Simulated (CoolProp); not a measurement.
Vapour-liquid equilibrium of toluene (1) + m-xylene (2) at 324.1 K; x and y are mole fractions of (1).

The numbers come from the multi-fluid Helmholtz-energy mixture model, Lemmon 2006 and Zhou 2012; pair parameters Bell 2016 in CoolProp.

```
x     bubble pressure (MPa)  y at the bubble point  dew pressure at overall composition x (MPa)  liquid density (mol/L)
----  ---------------------  ---------------------  -------------------------------------------  ----------------------
0.05               0.004818                  0.141                                     0.004507                   7.939
0.2                0.006253                  0.443                                     0.005041                   8.101
0.35               0.007666                  0.629                                     0.005725                   8.269
0.5                0.008990                  0.753                                     0.006626                   8.443
0.65                0.01021                  0.842                                     0.007861                   8.625
0.8                 0.01134                  0.914                                     0.009601                   8.818
0.95                0.01243                  0.979                                      0.01194                   9.022
```

No azeotrope shows between x = 0.05 and 0.95.

Pair parameters are fitted to limited data, so mixtures are less certain than the pure fluids.
